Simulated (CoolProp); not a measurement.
Saturation properties of chlorine (Tc = 416.9 K, pc = 7642 kPa, ω = 0.070).

Model: reference Helmholtz-energy equation of state, Thol 2021, in CoolProp.

```tsv
T (K)	p (kPa)	liquid density (kg/m³)	vapour Z
268.5	315.1	1481	0.9416
277.9	428.9	1454	0.9280
287.2	569.4	1426	0.9129
296.5	741.6	1398	0.8960
305.9	951.8	1368	0.8772
315.2	1200	1338	0.8567
324.5	1491	1307	0.8344
333.9	1833	1273	0.8097
```

It boils at 239.2 K under 1 atm.
